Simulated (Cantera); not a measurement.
# Equilibrium for nitride etching: Si3N4 + O2 + H2

A closed system holds: 1 mol Si3N4, a varied amount of O2, 2.5 mol H2, equilibrated at 1373.15 K and 10.0 Torr.

Cantera equilibrium calculation (NASA polynomials, part measured and part estimated; ideal gas, pure solids and liquids). Candidate condensed phases: H2O, Si, SiO2, Si2N2O, Si3N4; 35 gas species. Mutual solubility and eutectic melting of coexisting phases are not modelled. The tables hold silica as quartz up to 1696 K and as liquid above; real silica turns to tridymite and cristobalite and melts near 1996 K. The numbers say what is thermodynamically allowed, not how fast it happens.

```json
[
 {"n(O2) (mol)": "1.4", "x H2": "0.728", "x H2O": "6.41e-5", "x N2": "0.272", "x O2": "<1e-12", "x NO": "<1e-12", "x OH": "3.88e-11", "x SiO": "2.63e-5", "n SiO2(β-quartz)": "0.866", "n Si2N2O(s)": "1.07"},
 {"n(O2) (mol)": "2.1", "x H2": "0.641", "x H2O": "6.19e-5", "x N2": "0.359", "x O2": "<1e-12", "x NO": "<1e-12", "x OH": "3.99e-11", "x SiO": "2.39e-5", "n SiO2(β-quartz)": "1.80", "n Si2N2O(s)": "0.600"},
 {"n(O2) (mol)": "2.7", "x H2": "0.581", "x H2O": "5.91e-5", "x N2": "0.419", "x O2": "<1e-12", "x NO": "<1e-12", "x OH": "4.00e-11", "x SiO": "2.27e-5", "n SiO2(β-quartz)": "2.60", "n Si2N2O(s)": "0.200"},
 {"n(O2) (mol)": "3.3", "x H2": "0.422", "x H2O": "0.133", "x N2": "0.444", "x O2": "<1e-12", "x NO": "8.27e-10", "x OH": "1.06e-7", "x SiO": "7.32e-9", "n SiO2(β-quartz)": "3.00", "n Si2N2O(s)": "0"},
 {"n(O2) (mol)": "3.9", "x H2": "0.156", "x H2O": "0.400", "x N2": "0.444", "x O2": "4.37e-11", "x NO": "6.74e-9", "x OH": "5.24e-7", "x SiO": "8.99e-10", "n SiO2(β-quartz)": "3.00", "n Si2N2O(s)": "0"},
 {"n(O2) (mol)": "4.5", "x H2": "5.91e-6", "x H2O": "0.526", "x N2": "0.421", "x O2": "0.0525", "x NO": "0.000227", "x OH": "0.000112", "x SiO": "<1e-12", "n SiO2(β-quartz)": "3.00", "n Si2N2O(s)": "0"},
 {"n(O2) (mol)": "5.1", "x H2": "3.02e-6", "x H2O": "0.467", "x N2": "0.374", "x O2": "0.159", "x NO": "0.000372", "x OH": "0.000139", "x SiO": "<1e-12", "n SiO2(β-quartz)": "3.00", "n Si2N2O(s)": "0"},
 {"n(O2) (mol)": "5.8", "x H2": "2.10e-6", "x H2O": "0.413", "x N2": "0.330", "x O2": "0.256", "x NO": "0.000444", "x OH": "0.000147", "x SiO": "<1e-12", "n SiO2(β-quartz)": "3.00", "n Si2N2O(s)": "0"},
 {"n(O2) (mol)": "6.4", "x H2": "1.70e-6", "x H2O": "0.376", "x N2": "0.301", "x O2": "0.323", "x NO": "0.000476", "x OH": "0.000149", "x SiO": "<1e-12", "n SiO2(β-quartz)": "3.00", "n Si2N2O(s)": "0"}
]
```
x: gas mole fraction; n: condensed amount in mol.

From 1.4 mol O2 to 2.7 mol O2 the condensed part is SiO2(β-quartz) + Si2N2O(s). From 3.3 mol O2 to 6.4 mol O2 the condensed part is SiO2(β-quartz).
